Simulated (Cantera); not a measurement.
**Fe + H₂S + CO (metals in furnace atmospheres)**

Input: 1 mol Fe, 0.59 mol H₂S, 25 mol CO, at 0.133 bar.

These are equilibrium values from Cantera (NASA tables, ideal gas, pure condensed phases), not measurements of a reactor. Candidate condensed phases: C, C₆H₆, C₇H₈, C₈H₁₈, Fe, Fe(CO)₅, FeO, Fe(OH)₂, Fe(OH)₃, FeS, FeSO₄, FeS₂, Fe₂O₃, Fe₂(SO₄)₃, Fe₃O₄, H₂O, H₂SO₄, S; 127 gas species. Metal and sulfide melt together well below either melting point, which pure phases cannot show. Mutual solubility and eutectic melting of coexisting phases are not modelled. FeS: taken at fixed stoichiometry. Condensed phases not in the tables: cementite and carbon dissolved in iron. Gases not in the tables: S₃ to S₇. Equilibrium is a limit: real reactors are often held back by kinetics, nucleation or transport.

| T (°C) | x CO | x CO₂ | x H₂ | x H₂O | x COS | n C(graphite) | n Fe(α) | n FeS(s) | n Fe(γ) | n FeS(l) |
|---|---|---|---|---|---|---|---|---|---|---|
| 750 | 0.934 | 0.0416 | 0.0232 | 0.000791 | 3.88e-5 | 1.04 | 0.412 | 0.588 | 0 | 0 |
| 800 | 0.959 | 0.0173 | 0.0230 | 0.000383 | 5.74e-5 | 0.444 | 0.413 | 0.587 | 0 | 0 |
| 850 | 0.969 | 0.00756 | 0.0230 | 0.000196 | 8.15e-5 | 0.197 | 0.414 | 0.586 | 0 | 0 |
| 900 | 0.973 | 0.00352 | 0.0229 | 0.000106 | 0.000112 | 0.0925 | 0.415 | 0.585 | 0 | 0 |
| 950 | 0.975 | 0.00174 | 0.0229 | 5.99e-5 | 0.000149 | 0.0460 | 0 | 0.583 | 0.417 | 0 |
| 1000 | 0.976 | 0.000912 | 0.0229 | 3.54e-5 | 0.000195 | 0.0240 | 0 | 0.581 | 0.419 | 0 |
| 1050 | 0.976 | 0.000502 | 0.0229 | 2.18e-5 | 0.000249 | 0.0126 | 0 | 0.577 | 0.423 | 0 |
| 1100 | 0.976 | 0.000289 | 0.0228 | 1.39e-5 | 0.000312 | 0.00560 | 0 | 0.571 | 0.429 | 0 |
| 1150 | 0.976 | 0.000187 | 0.0228 | 9.90e-6 | 0.000385 | 0 | 0 | 0.561 | 0.439 | 0 |
| 1200 | 0.976 | 0.000224 | 0.0227 | 1.29e-5 | 0.000458 | 0 | 0 | 0 | 0.447 | 0.553 |
| 1250 | 0.976 | 0.000247 | 0.0227 | 1.54e-5 | 0.000503 | 0 | 0 | 0 | 0.454 | 0.546 |
x: gas mole fraction; n: condensed amount in mol.

From 750 °C to 900 °C the condensed part is C(graphite) + Fe(α) + FeS(s). From 950 °C to 1100 °C the condensed part is C(graphite) + Fe(γ) + FeS(s). At 1150 °C the condensed part is Fe(γ) + FeS(s). From 1200 °C to 1250 °C the condensed part is Fe(γ) + FeS(l).
